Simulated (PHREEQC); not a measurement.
# Nickel, zinc or cadmium bath

Solution (20 °C): 0.25 mol/kgw ZnCl2, 0.11 mol/kgw Na2SO4 and 0.00051 mol/kgw MnSO4. Closed to the air; pH follows from the charge balance.

Model: ion-association model, phreeqc.dat, run in PHREEQC.

Each row changes one thing in this solution. Precipitation was switched off in this run.

```csv
case,pH,ionic strength (mol/kgw),Cl- (mol/kgw),Zn+2 (mol/kgw),SO4-2 (mol/kgw),ZnSO4 (mol/kgw),SI of Halite (NaCl)
as made,4.96,0.780,0.450,0.162,0.0423,0.0416,-2.93
Na2SO4 from 0.11 to 0.022 mol/kgw,4.83,0.667,___,0.192,___,0.0120,-3.62
diluted 5-fold with water,5.31,0.171,0.0972,0.0377,0.0109,0.00883,-4.20
MnSO4 from 0.00051 to 0.00102 mol/kgw,4.96,0.781,0.449,0.162,0.0425,___,-2.93
temperature from 20 to 85 °C,4.92,0.616,0.327,0.0796,0.0522,0.0325,-3.17
diluted 100-fold with water,5.94,0.00995,0.00498,0.00228,0.000890,0.000205,-6.62
```

**Question.** Some entries are withheld; supply them.

**Answer.** 
- Na2SO4 from 0.11 to 0.022 mol/kgw, Cl- (mol/kgw): 0.439
- Na2SO4 from 0.11 to 0.022 mol/kgw, SO4-2 (mol/kgw): 0.00890
- MnSO4 from 0.00051 to 0.00102 mol/kgw, ZnSO4 (mol/kgw): 0.0417

The ionic strength passes 0.7 mol/kgw, the rough limit of the ion-association models, in as made; MnSO4 from 0.00051 to 0.00102 mol/kgw. Complexes and solids missing from the database can't appear. At this temperature some constants are extrapolated from 25 °C, and those without enthalpy data are left unchanged.
